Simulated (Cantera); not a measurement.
What does this Cantera script print?

```python
import numpy as np
import cantera as ct

gas_names = [...]  # 87 gases of nasa_gas.yaml made of C, H, Si
cond_names = """
    C(gr) C6H6(L) C7H8(L) C8H18(L),n-octa Si(cr) Si(L) SiC(b)
""".split()


# ... load() reads the species with a 1 bar reference pressure and builds the phases ...
atoms = {
    'Si(CH3)4': {'Si': 1, 'C': 4, 'H': 12},
    'C2H4': {'C': 2, 'H': 4},
    'H2': {'H': 2},
}
top_T = {'C(gr)': 4500, 'SiC(b)': 3050}  # K; cautious upper limits of use, not melting points


# ... equilibrate(T, P, feed) seeds the gas with the atoms and calls Mixture.equilibrate('TP', solver="vcs", rtol=1e-11, max_steps=5000) ...
results = []
feed = {'Si(CH3)4': 1, 'C2H4': 0.042, 'H2': 1700}  # mol
T = 2573  # K
P = 133.322  # Pa
mix = equilibrate(T, P, feed)
results.append((T, P, feed, dict(zip(mix.species_names, mix.species_moles))))
print(gas.report(threshold=0.001))
for i in range(1, mix.n_phases):
    print(f"{mix.phase(i).name:16s} {mix.phase_moles(i):12.5e} mol")
```

It prints:

```
       temperature   2573 K
          pressure   133.32 Pa
           density   9.006e-06 kg/m^3
  mean mol. weight   1.4451 kg/kmol
   phase of matter   gas

                          1 kg             1 kmol
                     ---------------   ---------------
          enthalpy         1.303e+08         1.883e+08  J
   internal energy        1.1549e+08         1.669e+08  J
           entropy        1.6304e+05        2.3561e+05  J/K
    Gibbs function        -2.892e+08       -4.1793e+08  J
 heat capacity c_p             18633             26927  J/K
 heat capacity c_v             12880             18613  J/K

                      mass frac. Y      mole frac. X     chem. pot. / RT
                     ---------------   ---------------   ---------------
                 H           0.41612           0.59658           -13.922
                H2           0.56101           0.40215           -27.843
     [  +85 minor]          0.022864         0.0012725

C(gr)             0.00000e+00 mol
Si(L)             0.00000e+00 mol
SiC(b)            0.00000e+00 mol
```

These are equilibrium values from Cantera (NASA tables, ideal gas, pure condensed phases), not measurements of a reactor.
